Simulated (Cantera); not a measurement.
A freely propagating, adiabatic, planar premixed flame of H2 : O2 : N2 = 1 : 0.549 : 1.43 (molar parts), equivalence ratio 0.91, unburnt at 500 K and 0.460 bar; mixture-averaged transport, grid criteria slope 0.08 and curve 0.16, no radiation.

Computed with Cantera and the H2/O2 subset of GRI-Mech 3.0, which has no nitrogen chemistry. Burning velocities carry a grid error of a few per cent, more on coarse grids.

x: mole fraction of selected species; z is measured from the peak of heat release.

```json
[
 {"z (mm)": "-3.20", "T (K)": "500", "u (m/s)": "6.43", "x H2": "0.336", "x O2": "0.184", "x O": "<1e-8", "x HO2": "<1e-8", "x H": "<1e-8", "x OH": "<1e-8"},
 {"z (mm)": "-2.13", "T (K)": "500", "u (m/s)": "6.43", "x H2": "0.336", "x O2": "0.184", "x O": "<1e-8", "x HO2": "<1e-8", "x H": "<1e-8", "x OH": "<1e-8"},
 {"z (mm)": "-1.60", "T (K)": "500", "u (m/s)": "6.43", "x H2": "0.336", "x O2": "0.184", "x O": "<1e-8", "x HO2": "<1e-8", "x H": "<1e-8", "x OH": "<1e-8"},
 {"z (mm)": "-1.07", "T (K)": "500", "u (m/s)": "6.43", "x H2": "0.336", "x O2": "0.184", "x O": "<1e-8", "x HO2": "(withheld)", "x H": "<1e-8", "x OH": "<1e-8"},
 {"z (mm)": "-0.533", "T (K)": "506", "u (m/s)": "6.50", "x H2": "0.334", "x O2": "0.185", "x O": "2.80e-6", "x HO2": "(withheld)", "x H": "5.59e-5", "x OH": "2.04e-5"},
 {"z (mm)": "-0.267", "T (K)": "710", "u (m/s)": "8.91", "x H2": "0.302", "x O2": "0.181", "x O": "0.000262", "x HO2": "(withheld)", "x H": "0.00672", "x OH": "0.000920"},
 {"z (mm)": "0", "T (K)": "1201", "u (m/s)": "14.5", "x H2": "0.167", "x O2": "0.133", "x O": "0.00859", "x HO2": "(withheld)", "x H": "0.0537", "x OH": "0.00489"},
 {"z (mm)": "0.267", "T (K)": "1536", "u (m/s)": "18.3", "x H2": "0.0645", "x O2": "0.0632", "x O": "0.0198", "x HO2": "(withheld)", "x H": "0.0795", "x OH": "0.0140"},
 {"z (mm)": "0.533", "T (K)": "1686", "u (m/s)": "19.9", "x H2": "0.0526", "x O2": "0.0502", "x O": "0.0210", "x HO2": "(withheld)", "x H": "0.0722", "x OH": "0.0186"},
 {"z (mm)": "1.07", "T (K)": "1853", "u (m/s)": "21.6", "x H2": "0.0518", "x O2": "0.0453", "x O": "0.0194", "x HO2": "(withheld)", "x H": "0.0578", "x OH": "0.0228"},
 {"z (mm)": "2.13", "T (K)": "2035", "u (m/s)": "23.4", "x H2": "0.0498", "x O2": "0.0410", "x O": "0.0164", "x HO2": "(withheld)", "x H": "0.0429", "x OH": "0.0263"},
 {"z (mm)": "4.27", "T (K)": "2219", "u (m/s)": "25.2", "x H2": "0.0452", "x O2": "0.0365", "x O": "0.0128", "x HO2": "(withheld)", "x H": "0.0294", "x OH": "0.0283"},
 {"z (mm)": "8.53", "T (K)": "2390", "u (m/s)": "26.8", "x H2": "0.0383", "x O2": "0.0323", "x O": "0.00920", "x HO2": "(withheld)", "x H": "0.0186", "x OH": "0.0283"}
]
```

Q: Complete the blanks.

A: 
- -1.07, x HO2: 3.04e-8
- -0.533, x HO2: 0.000129
- -0.267, x HO2: 0.000162
- 0, x HO2: 6.21e-5
- 0.267, x HO2: 2.62e-5
- 0.533, x HO2: 1.79e-5
- 1.07, x HO2: 1.30e-5
- 2.13, x HO2: 9.12e-6
- 4.27, x HO2: 6.33e-6
- 8.53, x HO2: 5.06e-6
